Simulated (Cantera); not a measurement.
A perfectly stirred reactor is fed with CH₄ : H₂ = 1 : 3.3 (molar parts), at 760 Torr; it is held at 1723 K, and followed from long to short residence time.

Detailed kinetics in Cantera: GRI-Mech 3.0 (53 species, 325 reactions). GRI-Mech 3.0 stops at C3 and has no aromatics, soot or wall deposition, so with more carbon than oxygen in the feed, carbon stays in small species such as C2H2 where larger ones or solid carbon would form.

x: mole fraction; the columns are a selection and need not sum to one.

```json
[
 {"τ (s)": "6.5", "x CH₄": "0.0274", "x H₂": "0.889", "x CH₂": "2.16e-8", "x C₂H₂": "0.0805", "x C₂H": "9.64e-8", "x C₂H₆": "5.71e-6"},
 {"τ (s)": "3.2", "x CH₄": "0.0292", "x H₂": "0.888", "x CH₂": "2.28e-8", "x C₂H₂": "0.0798", "x C₂H": "9.52e-8", "x C₂H₆": "6.15e-6"},
 {"τ (s)": "1.5", "x CH₄": "0.0329", "x H₂": "0.886", "x CH₂": "2.52e-8", "x C₂H₂": "0.0783", "x C₂H": "9.29e-8", "x C₂H₆": "7.12e-6"},
 {"τ (s)": "0.75", "x CH₄": "0.0389", "x H₂": "0.882", "x CH₂": "2.89e-8", "x C₂H₂": "0.0759", "x C₂H": "8.92e-8", "x C₂H₆": "8.93e-6"},
 {"τ (s)": "0.36", "x CH₄": "___", "x H₂": "0.876", "x CH₂": "___", "x C₂H₂": "0.0718", "x C₂H": "8.32e-8", "x C₂H₆": "___"},
 {"τ (s)": "0.18", "x CH₄": "0.0637", "x H₂": "0.867", "x CH₂": "4.33e-8", "x C₂H₂": "0.0661", "x C₂H": "7.53e-8", "x C₂H₆": "1.93e-5"},
 {"τ (s)": "0.086", "x CH₄": "0.0849", "x H₂": "0.855", "x CH₂": "5.46e-8", "x C₂H₂": "0.0576", "x C₂H": "6.43e-8", "x C₂H₆": "3.19e-5"},
 {"τ (s)": "0.042", "x CH₄": "0.111", "x H₂": "0.839", "x CH₂": "6.73e-8", "x C₂H₂": "0.0471", "x C₂H": "5.16e-8", "x C₂H₆": "5.16e-5"},
 {"τ (s)": "0.020", "x CH₄": "0.141", "x H₂": "0.821", "x CH₂": "8.10e-8", "x C₂H₂": "0.0349", "x C₂H": "3.74e-8", "x C₂H₆": "8.03e-5"},
 {"τ (s)": "0.0099", "x CH₄": "___", "x H₂": "0.804", "x CH₂": "___", "x C₂H₂": "___", "x C₂H": "___", "x C₂H₆": "___"},
 {"τ (s)": "0.0048", "x CH₄": "0.194", "x H₂": "0.790", "x CH₂": "1.02e-7", "x C₂H₂": "0.0137", "x C₂H": "1.41e-8", "x C₂H₆": "0.000142"}
]
```

Task: Some entries are withheld; supply them.

Result: 
- 0.36, x CH₄: 0.0492
- 0.36, x CH₂: 3.51e-8
- 0.36, x C₂H₆: 1.27e-5
- 0.0099, x CH₄: 0.170
- 0.0099, x CH₂: 9.28e-8
- 0.0099, x C₂H₂: 0.0235
- 0.0099, x C₂H: 2.47e-8
- 0.0099, x C₂H₆: 0.000112
